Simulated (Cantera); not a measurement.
An adiabatic, constant-volume homogeneous reactor starts with H2 : O2 : N2 : NO = 1 : 0.704 : 2.65 : 0.012 (molar parts), at 1150 K and 0.720 atm.

Computed with Cantera and GRI-Mech 3.0 (53 species, 325 reactions). The mechanism lacks 2 NO + O2 → 2 NO2 and HONO, so NO2 and the effect of NO are under-described below about 1400 K.

Problem. Predict: time of steepest temperature rise; temperature at 4.00 s; equilibrium temperature; x(H2) at 4.00 s; x(O2) at 4.00 s; x(NO) at 4.00 s; x(NO2) at 4.00 s; x(O) at 4.00 s; x(HO2) at 4.00 s.

Solution. 
| Quantity | Value |
|---|---|
| time of steepest temperature rise | 78.5 µs |
| temperature at 4.00 s | 2746 K |
| equilibrium temperature | 2746 K |
| x(H2) at 4.00 s | 0.0148 (gas-phase equilibrium 0.0148) |
| x(O2) at 4.00 s | 0.0446 (gas-phase equilibrium 0.0446) |
| x(NO) at 4.00 s | 0.0145 (gas-phase equilibrium 0.0145) |
| x(NO2) at 4.00 s | 5.89e-6 (gas-phase equilibrium 5.89e-6) |
| x(O) at 4.00 s | 0.00740 (gas-phase equilibrium 0.00740) |
| x(HO2) at 4.00 s | 1.34e-5 (gas-phase equilibrium 1.34e-5) |
